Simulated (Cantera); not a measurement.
Input: 1 mol Ta(OEt)5, 7.8 mol CO2, 71 mol H2, held at 1475 K.

Equilibrium computed with Cantera from the NASA thermochemical tables; the gas is ideal and each condensed phase is pure. Candidate condensed phases: C, C6H6, C7H8, C8H18, H2O, Ta, TaC, Ta2O5; 113 gas species. The feed counts by its element totals alone. The numbers say what is thermodynamically allowed, not how fast it happens.

Question: At 4600 Pa, list the 5 most abundant gas species with their mole fractions, and the condensed phases.

Answer: H2 0.822, CO 0.175, H2O 0.00273, CO2 0.000235, H 5.48e-5. Condensed: Ta2O5(s).
